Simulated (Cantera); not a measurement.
An isothermal, constant-pressure homogeneous reactor starts with H₂ : O₂ : N₂ = 1.2 : 1 : 0.52 (molar parts), at 850 K and 21000 Pa. Integrator tolerance rtol = 1e-08.

Computed with Cantera and the H2/O2 subset of GRI-Mech 3.0, which has no nitrogen chemistry. Below about 950 K walls govern HO2 and H2O2 in real vessels. The temperature is held fixed by assumption; the heat of reaction is taken as removed at once.

```csv
quantity,before,after
x(H₂) at 40.0 s,0.0827 (gas-phase equilibrium 1.31e-12),0.0276 (gas-phase equilibrium <1e-12)
x(O₂) at 40.0 s,0.222 (gas-phase equilibrium 0.189),0.200 (gas-phase equilibrium 0.189)
x(HO₂) at 40.0 s,2.67e-5 (gas-phase equilibrium 8.24e-11),1.43e-5 (gas-phase equilibrium 1.10e-10)
x(OH) at 40.0 s,2.02e-8 (gas-phase equilibrium 1.26e-8),1.42e-8 (gas-phase equilibrium 9.44e-9)
x(H₂O₂) at 40.0 s,0.000833 (gas-phase equilibrium 3.33e-11),0.000302 (gas-phase equilibrium 5.91e-11)
x(H) at 40.0 s,4.79e-8 (gas-phase equilibrium <1e-12),4.03e-9 (gas-phase equilibrium <1e-12)
x(H₂O) at 40.0 s,0.459 (gas-phase equilibrium 0.566),0.530 (gas-phase equilibrium 0.566)
```

### Question
Which change was made?
A) temperature 850 to 925 K
B) temperature 850 to 1173 K
C) pressure from 21000 Pa to 66000 Pa
D) O2 1 to 0.11 parts

### Answer
C, pressure from 21000 Pa to 66000 Pa
